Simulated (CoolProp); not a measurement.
Aqueous methanol as a coolant, at 5 °C, 1 atm.

Model: Melinder's fits for secondary coolants, in CoolProp.

```tsv
mass %	freezing point (°C)	cp (kJ/(kg K))	viscosity (mPa s)	Prandtl number	conductivity (W/(m K))
5.3	-3.2	4.258	1.82	14.3	0.541
11.2	-7.5	4.217	2.17	17.9	0.511
17.1	-12.4	4.132	2.51	21.5	0.482
23	-18.0	…	2.78	24.8	0.453
28.9	…	3.926	2.96	27.3	0.426
34.8	-31.6	3.819	3.04	…	0.400
40.7	-39.7	3.703	3.01	29.7	0.376
46.6	-48.8	3.574	…	…	…
52.4	-58.7	3.435	2.72	28.1	0.333
58.3	-69.7	3.293	2.51	26.4	0.313
```

Question: What belongs in the gaps?

Answer: 
- 23, cp (kJ/(kg K)): 4.031
- 28.9, freezing point (°C): -24.4
- 34.8, Prandtl number: 29.0
- 46.6, viscosity (mPa s): 2.89
- 46.6, Prandtl number: 29.3
- 46.6, conductivity (W/(m K)): 0.353
